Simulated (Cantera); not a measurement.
An isothermal, constant-pressure homogeneous reactor starts with CH₄ : H₂O = 1 : 1.2 (molar parts), at 1373 K and 0.888 atm. Integrator tolerance rtol = 1e-08.

Model: GRI-Mech 3.0 (53 species, 325 reactions), integrated in Cantera.

Question: What does this change do: H2O 1.2 to 7.2 parts?

Answer: 
```csv
quantity,before,after
x(CH₄) at 300 s,0.139 (gas-phase equilibrium 3.92e-5),0.0188 (gas-phase equilibrium 6.91e-8)
x(H₂O) at 300 s,0.220 (gas-phase equilibrium 0.0412),0.613 (gas-phase equilibrium 0.564)
x(C₂H₂) at 300 s,0.0141 (gas-phase equilibrium 3.53e-10),0.000981 (gas-phase equilibrium <1e-12)
x(O) at 300 s,<1e-12 (gas-phase equilibrium <1e-12),<1e-12 (gas-phase equilibrium <1e-12)
x(H₂O₂) at 300 s,<1e-12 (gas-phase equilibrium <1e-12),<1e-12 (gas-phase equilibrium <1e-12)
x(OH) at 300 s,1.98e-8 (gas-phase equilibrium 3.06e-9),7.12e-8 (gas-phase equilibrium 6.12e-8)
```

Question: What does this change do: pressure from 0.888 atm to 6.22 atm?

Answer: 
```tsv
quantity	before	after
x(CH₄) at 300 s	0.139 (gas-phase equilibrium 3.92e-5)	0.210 (gas-phase equilibrium 0.00182)
x(H₂O) at 300 s	0.220 (gas-phase equilibrium 0.0412)	0.258 (gas-phase equilibrium 0.0429)
x(C₂H₂) at 300 s	0.0141 (gas-phase equilibrium 3.53e-10)	0.00115 (gas-phase equilibrium 1.56e-8)
x(O) at 300 s	<1e-12 (gas-phase equilibrium <1e-12)	<1e-12 (gas-phase equilibrium <1e-12)
x(H₂O₂) at 300 s	<1e-12 (gas-phase equilibrium <1e-12)	<1e-12 (gas-phase equilibrium <1e-12)
x(OH) at 300 s	1.98e-8 (gas-phase equilibrium 3.06e-9)	9.66e-9 (gas-phase equilibrium 1.21e-9)
```
